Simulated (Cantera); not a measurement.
**Thermodynamics of halide evaporation, hydrolysis and transport, feed CsCl + H2 + N2**

Feed: 1 mol CsCl, 38 mol H2, 1.3 mol N2, at 750 °C and 133 Pa.

Equilibrium computed with Cantera from the NASA thermochemical tables; the gas is ideal and each condensed phase is pure. Candidate condensed phases: Cs, CsCl, NH4Cl; 16 gas species. Equilibrium is a limit: real reactors are often held back by kinetics, nucleation or transport.

```json
{
  "x(H2)": "0.943",
  "x(N2)": "0.0323",
  "x(CsCl)": "0.0241",
  "x(Cs2Cl2)": "0.000343",
  "x(Cs)": "1.68e-5",
  "x(HCl)": "1.68e-5",
  "gas_amount": "40.29 mol",
  "log10 activity of CsCl(l) (absent)": "-1.54",
  "log10 activity of Cs(l) (absent)": "-7.92"
}
```
